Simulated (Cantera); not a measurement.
# Iron carbonyl, mercury and lead vapours: Pb + CO + N₂

Charge: 1 mol Pb, 4.4 mol CO, 95 mol N₂, at 552 °C.

Method: chemical equilibrium by Gibbs-energy minimisation in Cantera with the NASA 1993 tables (ideal gas, pure condensed phases). Candidate condensed phases: C, Pb, PbO, PbO₂, Pb₃O₄; 27 gas species. Kinetics and transport are ignored.

From 0.0750 Torr to 7500 Torr the condensed part is C(graphite) + Pb(l). The main Pb-bearing gas is Pb throughout.

```
P (Pa)    x N₂     x CO     x CO₂      x Pb  n C(graphite)  n Pb(l)
-------  -----  -------  --------  --------  -------------  -------
10       0.954   0.0442   8.80e-6   0.00143       0.000875    0.857
100      0.956   0.0441   8.76e-5  0.000143        0.00870    0.986
1000     0.957   0.0427  0.000820   1.43e-5         0.0814    0.999
10000    0.961   0.0341   0.00522   1.43e-6          0.516    1.000
100000   0.969   0.0174    0.0137   1.43e-7           1.34    1.000
1000000  0.974  0.00654    0.0193   1.43e-8           1.88    1.000
```
x: gas mole fraction; n: condensed amount in mol.
